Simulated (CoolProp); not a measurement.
Vapour-liquid equilibrium of nitrogen (1) + oxygen (2) at 89.3 K; x and y are mole fractions of (1).

Computed with CoolProp (multi-fluid Helmholtz-energy mixture model, Span 2000 and Schmidt 1985; pair parameters Gernert 2013).

### Question
Give the bubble pressure and the first vapour's composition at x = 0.15, 0.75, 0.85. Is there an azeotrope?

### Answer
x = 0.15: 0.1351 MPa, y = 0.407; x = 0.75: 0.2785 MPa, y = 0.901; x = 0.85: 0.3024 MPa, y = 0.944. No azeotrope shows between x = 0.05 and 0.95.

Pair parameters are fitted to limited data, so mixtures are less certain than the pure fluids.
